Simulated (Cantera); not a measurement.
Charge: 1 mol MgSO4, 3.2 mol H2, held at 902 °C and 0.0950 bar.

These are equilibrium values from Cantera (NASA tables, ideal gas, pure condensed phases), not measurements of a reactor. Gases not in the tables: S3 to S7. Rates play no part.

```csv
species,before,after
H2O,0.761,0.771
H2S,0.0884,0.125
S2,0.0759,0.0589
H2,0.0385,0.00683
SO2,0.0353,0.0375
SO,0.000103,5.08e-6
SH,0.000168,1.00e-5
S2O,0.000821,0.000768
"MgO(s), mol",1.00,1.00
```
Gas species are given as mole fractions.

Q: Which change was made?
A) temperature from 902 °C to 1850 °C
B) temperature from 902 °C to 1777 °C
C) pressure from 0.0950 bar to 0.0100 bar
D) temperature from 902 °C to 675 °C

A: D, temperature from 902 °C to 675 °C
